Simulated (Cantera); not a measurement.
An adiabatic, constant-volume homogeneous reactor starts with CH₄ : CO : O₂ : N₂ : H₂ = 1 : 0.032 : 3.36 : 12.6 : 1.3 (molar parts), at 1773 K and 1.00 atm.

Cantera simulation using GRI-Mech 3.0 (53 species, 325 reactions); the numbers are that mechanism's predictions, not measurements.

**Question.** Predict: time of steepest temperature rise; temperature at 5.00 s; equilibrium temperature; x(CO) at 5.00 s; x(O₂) at 5.00 s; x(NO) at 5.00 s; x(OH) at 5.00 s; x(H₂) at 5.00 s.

**Answer.** 
* **time of steepest temperature rise**: 26.6 µs
* **temperature at 5.00 s**: 2920 K
* **equilibrium temperature**: 2920 K
* **x(CO) at 5.00 s**: 0.0272 (gas-phase equilibrium 0.0272)
* **x(O₂) at 5.00 s**: 0.0404 (gas-phase equilibrium 0.0404)
* **x(NO) at 5.00 s**: 0.0176 (gas-phase equilibrium 0.0176)
* **x(OH) at 5.00 s**: 0.0305 (gas-phase equilibrium 0.0305)
* **x(H₂) at 5.00 s**: 0.0182 (gas-phase equilibrium 0.0182)
